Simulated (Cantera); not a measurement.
Feed: 1 mol Si, a varied amount of NF3, held at 250 °C and 0.0133 bar.

Equilibrium computed with Cantera from the NASA thermochemical tables; the gas is ideal and each condensed phase is pure. Candidate condensed phases: Si, Si3N4; 16 gas species. The numbers say what is thermodynamically allowed, not how fast it happens.

x: gas mole fraction; n: condensed amount in mol.

| n(NF3) (mol) | x SiF4 | x NF3 | x N2 | x F2 | n Si(s) | n Si3N4(s) |
|---|---|---|---|---|---|---|
| 0.56 | 1.00 | <1e-12 | <1e-12 | <1e-12 | 0.160 | ? |
| 0.69 | 0.957 | <1e-12 | 0.0431 | <1e-12 | 0 | ? |
| 0.85 | 0.777 | <1e-12 | 0.223 | <1e-12 | 0 | ? |
| 1.1 | 0.656 | <1e-12 | 0.344 | <1e-12 | 0 | ? |
| 1.3 | 0.606 | <1e-12 | 0.394 | <1e-12 | 0 | ? |
| 1.6 | 0.517 | 0.137 | 0.345 | 0.000846 | 0 | 0 |
| 2 | 0.428 | 0.284 | 0.286 | 0.00146 | 0 | 0 |
| 2.4 | 0.365 | 0.388 | 0.244 | 0.00190 | 0 | 0 |
| 3 | 0.300 | 0.498 | 0.200 | 0.00239 | 0 | 0 |
| 3.7 | 0.247 | 0.584 | 0.166 | 0.00283 | 0 | 0 |

Q: What belongs in the gaps?

A: 
- 0.56, n Si3N4(s): 0.140
- 0.69, n Si3N4(s): 0.161
- 0.85, n Si3N4(s): 0.121
- 1.1, n Si3N4(s): 0.0583
- 1.3, n Si3N4(s): 0.00833
